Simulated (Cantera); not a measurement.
## Ignition delay

Mixture: 14.0 % CH4, 21.6 % O2, 64.4 % N2, equivalence ratio 1.3, at 15.0 bar, adiabatic and at constant volume. Ignition delay is the time to a rise of 400 K.

Model: GRI-Mech 3.0 (53 species, 325 reactions), integrated in Cantera. The pressure lies above the range GRI-Mech 3.0 was tuned for (to about 10 atm).

```
T0 (K)  delay (ms)
------  ----------
1075          14.4
1150          5.05
1225          1.98
1300         0.834
1375         0.373
1450         0.176
1525        0.0868
1600        0.0446
1675        0.0239
```

| Quantity | Result |
|---|---|
| apparent activation energy between 1525 and 1675 K | 180 kJ/mol |
